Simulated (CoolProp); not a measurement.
Vapour-liquid equilibrium of methane (1) + ethane (2) at 0.104 MPa; x and y are mole fractions of (1).

Values from CoolProp's multi-fluid Helmholtz-energy mixture model, Setzmann 1991 and Bücker 2006; pair parameters Kunz 2012.

Give the bubble temperature and the first vapour's composition at x = 0.05, 0.2, 0.5. Is there an azeotrope?

x = 0.05: -115.1 °C, y = 0.825; x = 0.2: -141.5 °C, y = 0.987; x = 0.5: -153.8 °C, y = 0.998. No azeotrope shows between x = 0.05 and 0.95.

The pair parameters rest on a limited set of measurements; away from them the model extrapolates.
